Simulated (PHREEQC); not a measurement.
0.19 g of hydrous ferric oxide (600 m²/g; 0.2 weak and 0.005 strong sites per Fe, Dzombak-Morel constants, diffuse double layer) in 1 kg of water with 0.05 mol/kgw of an inert sodium salt and 0.75 mmol/kgw NaH2PO4 and 0.021 mmol/kgw ZnCl2, at 25 °C; the pH is set by adding NaOH or the inert anion's acid. Oxygen is held at 0.21 atm. The system is closed to CO2. No solid was allowed to form.

Base run: PHREEQC, ion-association model, wateq4f.dat. Each further column changes one thing. The table gives P sorbed (%).

```
pH    base  no electrostatic term (-no_edl)  background salt from 0.05 to 0.005 mol/kgw  oxide from 0.19 to 0.95 g/kgw  0.0004 mol/kgw NiCl2 added
----  ----  -------------------------------  ------------------------------------------  -----------------------------  --------------------------
3     54.9                             50.4                                        56.0                          100.0                        54.9
3.5   54.9                             50.8                                        55.7                          100.0                        54.8
4     54.4                             51.0                                        55.1                          100.0                        54.4
5     51.8                             51.4                                        52.2                          100.0                        51.8
5.5   49.4                             52.2                                        49.5                          100.0                        49.4
6     46.0                             53.5                                        45.9                          100.0                        45.9
6.5   41.8                             54.8                                        41.5                           99.9                        40.9
7.5   32.0                             55.0                                        31.5                           97.9                        28.0
8     26.5                             54.4                                        26.2                           90.8                        23.2
8.5   19.6                             53.8                                        19.5                           73.4                        20.4
9     12.5                             52.7                                        12.2                           49.9                        19.4
10     2.7                             43.7                                         2.1                           10.9                        17.5
10.5   0.7                             32.4                                         0.4                            2.8                        13.3
11     0.1                             18.4                                         0.1                            0.6                         5.0
```

H3PO4, which wateq4f.dat lacks, is added to it with the constant of phreeqc.dat. The database has no phosphate complexes of Zn. The oxide is taken as insoluble; below pH 4 it would dissolve. In at least one series the solution becomes supersaturated in solids that the run did not let form, among them Zn(OH)2-e. The database has no phosphate complexes of Zn, Ni.
